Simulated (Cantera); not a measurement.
Predominance diagram of Ca at 552 °C against the partial pressures of O2 and Cl2 (log10, bar). Standard-state values (1 bar) from the NASA 1993 polynomials, evaluated with Cantera. Candidates: Ca(s), CaCl2(s), CaO(s). Only these pure phases compete in this equilibrium. Not in the tables: oxide halides.

### Question
Which phase is stable at these pairs, and which metal-bearing vapour leads over it? (-31.8, -12.3); (-12.2, -21.5); (-9.8, -40); (-27, -27.7); (-24.5, -40); (-14.7, -3.1); (-4.9, -30.8)

### Answer
```csv
log p(O2),log p(Cl2),phase,chief vapour,log p (bar)
-31.8,-12.3,CaCl2(s),CaCl2,-11.1
-12.2,-21.5,CaO(s),CaCl2,-19.0
-9.8,-40,CaO(s),CaO,-33.8
-27,-27.7,CaO(s),CaCl2,-17.8
-24.5,-40,CaO(s),Ca,-28.0
-14.7,-3.1,CaCl2(s),CaCl2,-11.1
-4.9,-30.8,CaO(s),CaCl2,-32.0
```
